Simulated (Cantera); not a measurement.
Input: 1 mol FeS2, 4.4 mol O2, equilibrated at 1650 K and 1 atm.

Cantera equilibrium calculation (NASA polynomials, part measured and part estimated; ideal gas, pure solids and liquids). The numbers say what is thermodynamically allowed, not how fast it happens.

```
species         before     after
-------------  -------  --------
SO2              0.543     0.515
S2               <1e-9     0.454
S2O              <1e-9    0.0193
O2               0.450   1.76e-8
SO             2.55e-6    0.0122
S                <1e-9  0.000133
SO3            0.00685   1.28e-6
O              1.73e-5   3.42e-9
Fe2O3(s), mol    0.500         0
FeS(l), mol          0      1.00
```
Gas species are given as mole fractions.

**Question.** What was changed between the two runs?
A) pressure from 1 atm to 0.110 bar
B) O2 from 4.4 to 0.36 mol
C) temperature from 1650 K to 798.15 K
D) temperature from 1650 K to 998.15 K

**Answer.** B, O2 from 4.4 to 0.36 mol. FeS: taken at fixed stoichiometry
